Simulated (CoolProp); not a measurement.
Sulfur dioxide at 412.23 K and 8.52 MPa is throttled through a valve to 4.21 MPa with no heat exchange. Each further row changes one setting.

Values from CoolProp's reference Helmholtz-energy equation of state, Gao 2016.

```tsv
case	temperature change (K)	final phase	final density (kg/m³)
as stated	[?]	[?]	[?]
outlet pressure 1.26 MPa	-73.9	[?]	[?]
outlet pressure 5.47 MPa	[?]	[?]	[?]
```

Q: Some entries are withheld; supply them.

A: 
- as stated, temperature change (K): -17.8
- as stated, final phase: two-phase, vapour fraction 0.135
- as stated, final density (kg/m³): 520
- outlet pressure 1.26 MPa, final phase: two-phase, vapour fraction 0.390
- outlet pressure 1.26 MPa, final density (kg/m³): 83.0
- outlet pressure 5.47 MPa, temperature change (K): -3.7
- outlet pressure 5.47 MPa, final phase: liquid
- outlet pressure 5.47 MPa, final density (kg/m³): 920
